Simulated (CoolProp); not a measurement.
A single-stage vapour-compression cycle with CH3F (R41): evaporating at 247.15 K (dew point), condensing at 268.15 K (bubble point), superheat 10 K, subcooling 5 K, compressor efficiency 0.85, no pressure losses. Each further row changes one setting.

Computed with CoolProp (reference Helmholtz-energy equation of state, Lemmon 2006). It is a short technical equation, of lower accuracy than the large ones.

```
case                              cooling COP  pressure ratio  discharge temperature (K)  refrigerating effect (kJ/kg)  volumetric capacity (kJ/m³)
--------------------------------  -----------  --------------  -------------------------  ----------------------------  ---------------------------
as stated                                8.72            1.89                      302.9                           377                         6570
evaporating temperature 252.15 K         11.9            1.61                      296.3                           378                         7740
condensing temperature 263.15 K          11.8            1.64                      292.1                           389                         6780
subcooling 10 K                          9.00            1.89                      302.9                           389                         6780
superheat 20 K                           8.51            1.89                      314.8                           392                         6410
compressor efficiency 0.75               7.69            1.89                      306.8                           377                         6570
```
